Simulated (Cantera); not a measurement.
Input: 1 mol SiCl₄, 0.15 mol O₂, a varied amount of N₂, equilibrated at 673 K and 29.0 Pa.

Equilibrium computed with Cantera from the NASA thermochemical tables; the gas is ideal and each condensed phase is pure. Candidate condensed phases: Si, SiO₂, Si₂N₂O, Si₃N₄; 23 gas species. Rates play no part.

x: gas mole fraction; n: condensed amount in mol.

| n(N₂) (mol) | x N₂ | x SiCl₄ | x Cl₂ | x Cl | n SiO₂(α-quartz) |
|---|---|---|---|---|---|
| 14 | 0.924 | 0.0561 | 0.0198 | [?] | 0.150 |
| 18 | 0.940 | 0.0444 | 0.0157 | [?] | 0.150 |
| 23 | 0.952 | 0.0352 | 0.0124 | [?] | 0.150 |
| 30 | 0.963 | 0.0273 | 0.00963 | [?] | 0.150 |
| 39 | 0.971 | 0.0212 | 0.00747 | [?] | 0.150 |
| 50 | 0.978 | 0.0166 | 0.00586 | [?] | 0.150 |
| 64 | 0.982 | 0.0130 | 0.00460 | [?] | 0.150 |
| 82 | 0.986 | 0.0102 | 0.00361 | [?] | 0.150 |
| 110 | 0.990 | 0.00765 | 0.00270 | [?] | 0.150 |
| 140 | 0.992 | 0.00602 | 0.00213 | [?] | 0.150 |
| 180 | 0.994 | 0.00469 | 0.00166 | [?] | 0.150 |

### Question
Some entries are withheld; supply them.

### Answer

- 14, x Cl: 2.34e-6
- 18, x Cl: 2.08e-6
- 23, x Cl: 1.85e-6
- 30, x Cl: 1.63e-6
- 39, x Cl: 1.44e-6
- 50, x Cl: 1.27e-6
- 64, x Cl: 1.13e-6
- 82, x Cl: 9.98e-7
- 110, x Cl: 8.63e-7
- 140, x Cl: 7.66e-7
- 180, x Cl: 6.76e-7
